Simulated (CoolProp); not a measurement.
Vapour-liquid equilibrium of propylene (1) + R125 (2) at 0.545 bar; x and y are mole fractions of (1).

Computed with CoolProp (multi-fluid Helmholtz-energy mixture model, Lemmon 2013 and Lemmon 2005; pair parameters Bell 2016).

```
x     bubble temperature (°C)  y at the bubble point  dew temperature at overall composition x (°C)  liquid density (mol/L)
----  -----------------------  ---------------------  ---------------------------------------------  ----------------------
0.05                    -62.0                  0.151                                          -60.6                   13.07
0.15                        ?                  0.322                                          -62.0                   13.26
0.25                        ?                      ?                                          -63.5                   13.42
0.35                    -66.3                  0.464                                              ?                   13.58
0.45                    -66.5                  0.500                                          -66.1                   13.76
0.55                    -66.5                      ?                                          -66.5                   13.94
0.65                    -66.4                  0.565                                          -65.5                   14.15
0.75                    -66.0                  0.612                                          -64.1                       ?
0.85                        ?                  0.692                                          -62.6                       ?
0.95                    -62.6                  0.852                                          -61.1                   14.79
```

**Question.** Fill in the missing entries.

**Answer.** 
- 0.15, bubble temperature (°C): -64.5
- 0.25, bubble temperature (°C): -65.7
- 0.25, y at the bubble point: 0.411
- 0.35, dew temperature at overall composition x (°C): -64.9
- 0.55, y at the bubble point: 0.531
- 0.75, liquid density (mol/L): 14.36
- 0.85, bubble temperature (°C): -64.9
- 0.85, liquid density (mol/L): 14.58

y crosses x between x = 0.45 and 0.55: the model has an azeotrope there.

The pair parameters rest on a limited set of measurements; away from them the model extrapolates.
